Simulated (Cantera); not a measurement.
Cantera with NASA thermochemical tables; ideal gases at 1 bar, condensed phases pure. Values are per mole of reaction as written; species without (g) are pure solids or liquids, kept so even where they would boil at 1 bar.

10 O3(g) + 6 P2(g) ⇌ 3 P4O10(g), with ΔH° = -10992.3 kJ and ΔS° = -2487.1 J/K at 300 K.

Task: How far is the shortcut ΔG° ≈ ΔH°(300 K) − T·ΔS°(300 K) from the full temperature-dependent value at 950, 1050, 1150, 1250, 1350, 1450, 1550, 1650 K?

Result: 
```json
[
 {"T (K)": "950", "shortcut (kJ)": "-8629.6", "full (kJ)": "-8654.9", "difference (kJ)": "25.4", "difference in log10 K": "-1.40"},
 {"T (K)": "1050", "shortcut (kJ)": "-8380.8", "full (kJ)": "-8415.9", "difference (kJ)": "35.0", "difference in log10 K": "-1.74"},
 {"T (K)": "1150", "shortcut (kJ)": "-8132.1", "full (kJ)": "-8178.2", "difference (kJ)": "46.1", "difference in log10 K": "-2.09"},
 {"T (K)": "1250", "shortcut (kJ)": "-7883.4", "full (kJ)": "-7941.9", "difference (kJ)": "58.4", "difference in log10 K": "-2.44"},
 {"T (K)": "1350", "shortcut (kJ)": "-7634.7", "full (kJ)": "-7706.8", "difference (kJ)": "72.1", "difference in log10 K": "-2.79"},
 {"T (K)": "1450", "shortcut (kJ)": "-7386.0", "full (kJ)": "-7473.0", "difference (kJ)": "87.0", "difference in log10 K": "-3.13"},
 {"T (K)": "1550", "shortcut (kJ)": "-7137.3", "full (kJ)": "-7240.2", "difference (kJ)": "102.9", "difference in log10 K": "-3.47"},
 {"T (K)": "1650", "shortcut (kJ)": "-6888.6", "full (kJ)": "-7008.3", "difference (kJ)": "119.7", "difference in log10 K": "-3.79"}
]
```
The shortcut ignores the heat-capacity change of the reaction.
